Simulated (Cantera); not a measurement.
A freely propagating, adiabatic, planar premixed flame of C₃H₈ : O₂ : N₂ = 1 : 3.57 : 13.4 (molar parts), unburnt at 300 K and 120 Torr; mixture-averaged transport, grid criteria slope 0.08 and curve 0.16, no radiation.

Cantera simulation using GRI-Mech 3.0 (53 species, 325 reactions); the numbers are that mechanism's predictions, not measurements. GRI-Mech 3.0 was tuned for natural gas; its chemistry of propane as a main component is partial and can be far from experiment. Burning velocities carry a grid error of a few per cent, more on coarse grids.

Problem. What does this change do: inlet temperature 300 to 350 K?

Solution. 
```csv
quantity,before,after
laminar burning velocity,47.4 cm/s,60.4 cm/s
thermal thickness,1.95 mm,1.88 mm
peak x(O),0.000786,0.000896
peak x(HCN),2.38e-5,2.43e-5
peak x(H),0.0130,0.0138
peak x(CH₂),8.40e-5,9.21e-5
```

Problem. What does this change do: 0.62 parts H2O added?

Solution. 
```
quantity                     before      after
------------------------  ---------  ---------
laminar burning velocity  47.4 cm/s  43.3 cm/s
thermal thickness           1.95 mm    2.11 mm
peak x(O)                  0.000786   0.000666
peak x(HCN)                 2.38e-5    1.98e-5
peak x(H)                    0.0130     0.0121
peak x(CH₂)                 8.40e-5    7.17e-5
```
